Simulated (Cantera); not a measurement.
Charge: 1 mol PbO, 2.4 mol CO, equilibrated at 1452 °C and 1.33 mbar.

Equilibrium computed with Cantera from the NASA thermochemical tables; the gas is ideal and each condensed phase is pure. Candidate condensed phases: C, Pb, PbO, PbO2, Pb3O4; 15 gas species. Rates play no part.

Base state: CO 0.413, Pb 0.293, CO2 0.293, PbO 0.00102 (mole fractions); condensed: gas only.

**Question.** What changes in the equilibrium state with this change: temperature from 1452 °C to 702 °C?

**Answer.** 
```
species      before    after
----------  -------  -------
CO            0.413    0.579
CO2           0.293    0.414
Pb            0.293  0.00688
PbO         0.00102  5.84e-9
Pb(l), mol        0    0.983
```

**Question.** What changes in the equilibrium state with this change: temperature from 1452 °C to 2125 °C?

**Answer.** 
| species | before | after |
|---|---|---|
| CO | 0.413 | 0.496 |
| Pb | 0.293 | 0.264 |
| CO2 | 0.293 | 0.156 |
| O | 2.83e-6 | 0.0425 |
| O2 | 3.16e-6 | 0.0328 |
| PbO | 0.00102 | 0.00753 |

**Question.** What changes in the equilibrium state with this change: 0.15 mol H2 added?

**Answer.** 
| species | before | after |
|---|---|---|
| CO | 0.413 | 0.424 |
| Pb | 0.293 | 0.281 |
| CO2 | 0.293 | 0.252 |
| H2O | 0 | 0.0284 |
| H2 | 0 | 0.0135 |
| H | 0 | 0.000592 |
| OH | 0 | 6.84e-5 |
| PbO | 0.00102 | 0.000820 |
Further candidate phases: C6H6, C7H8, C8H18, H2O.
